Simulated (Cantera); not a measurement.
Feed: 1 mol Al(CH₃)₃, a varied amount of N₂, held at 2273 K and 0.440 bar.

Method: chemical equilibrium by Gibbs-energy minimisation in Cantera with the NASA 1993 tables (ideal gas, pure condensed phases). Candidate condensed phases: Al, AlN, C, C₆H₆, C₇H₈, C₈H₁₈; 97 gas species. The feed counts by its element totals alone. The numbers say what is thermodynamically allowed, not how fast it happens.

**Question.** What share of the Al ends up in condensed phases as a function of n(N₂) (mol), at 2.8, 3.9, 5.6, 7.9, 11, 16, 23, 32, 45, 64?

**Answer.** 
| n(N₂) (mol) | Al condensed (%) | as |
|---|---|---|
| 2.8 | 91.2 | AlN(s) |
| 3.9 | 91.1 | AlN(s) |
| 5.6 | 90.3 | AlN(s) |
| 7.9 | 89.0 | AlN(s) |
| 11 | 87.1 | AlN(s) |
| 16 | 83.8 | AlN(s) |
| 23 | 79.1 | AlN(s) |
| 32 | 73.0 | AlN(s) |
| 45 | 64.2 | AlN(s) |
| 64 | 51.3 | AlN(s) |
